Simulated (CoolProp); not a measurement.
Vapour-liquid equilibrium of toluene (1) + n-nonane (2) at 432 kPa; x and y are mole fractions of (1).

Computed with CoolProp (multi-fluid Helmholtz-energy mixture model, Lemmon 2006 and Lemmon 2006; pair parameters Bell 2016).

Task: Give the bubble temperature and the first vapour's composition at x = 0.25, 0.35, 0.65. Is there an azeotrope?

Result: x = 0.25: 198.6 °C, y = 0.431; x = 0.35: 193.2 °C, y = 0.549; x = 0.65: 180.9 °C, y = 0.796. No azeotrope shows between x = 0.05 and 0.95.

Pair parameters are fitted to limited data, so mixtures are less certain than the pure fluids.
